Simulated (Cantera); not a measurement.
Feed: 1 mol SiH₄, 0.3 mol C₂H₄, 1800 mol H₂, held at 0.133 bar.

Equilibrium computed with Cantera from the NASA thermochemical tables; the gas is ideal and each condensed phase is pure. Candidate condensed phases: C, C₆H₆, C₇H₈, C₈H₁₈, Si, SiC; 87 gas species. Gases not in the tables: Si₂H₆ and higher silanes. Equilibrium is a limit: real reactors are often held back by kinetics, nucleation or transport. All values below are at 2123 K.

Base state: H₂ 0.990, H 0.00977, Si 0.000368, C₂H₂ (acetylene) 0.000139, SiH 6.91e-5, SiH₂ 5.86e-5, Si₂C 1.64e-5, CH₄ 1.19e-5 (mole fractions); condensed: SiC(s).

**Question.** What changes in the equilibrium state with this change: SiH₄ replaced by CH₃SiH₃?

**Answer.** 
| species | before | after |
|---|---|---|
| H₂ | 0.990 | 0.990 |
| H | 0.00977 | 0.00977 |
| C₂H₂ (acetylene) | 0.000139 | 0.000322 |
| Si | 0.000368 | 0.000242 |
| SiH | 6.91e-5 | 4.55e-5 |
| SiH₂ | 5.86e-5 | 3.85e-5 |
| Si₂C | 1.64e-5 | 1.08e-5 |
| CH₄ | 1.19e-5 | 1.81e-5 |
| SiC(s), mol | 0.0317 | 0.361 |
The feed counts by its element totals alone.
